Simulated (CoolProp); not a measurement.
Properties of n-octane at several states (Tc = 568.7 K, pc = 2.484 MPa, ω = 0.398).

Values from CoolProp's reference Helmholtz-energy equation of state, Beckmüller 2019.

| T (K) | p (MPa) | phase | expansivity (1/kK) | Prandtl number |
|---|---|---|---|---|
| 353.2 | 0.0557 | liquid | [?] | 6.56 |
| 275.8 | 2.47 | liquid | 1.092 | 11.4 |
| 573.5 | 0.0114 | gas | 1.754 | 0.748 |
| 381.3 | 0.0231 | gas | 2.772 | 0.812 |
| 381.5 | 3.54 | liquid | [?] | [?] |
| 426.6 | 0.111 | gas | [?] | [?] |

Q: What belongs in the gaps?

A: 
- 353.2, expansivity (1/kK): 1.330
- 381.5, expansivity (1/kK): 1.374
- 381.5, Prandtl number: 5.93
- 426.6, expansivity (1/kK): 2.800
- 426.6, Prandtl number: 0.789

Viscosity comes from a separate model (Huber 2004). Thermal conductivity comes from a separate model (Huber 2005).
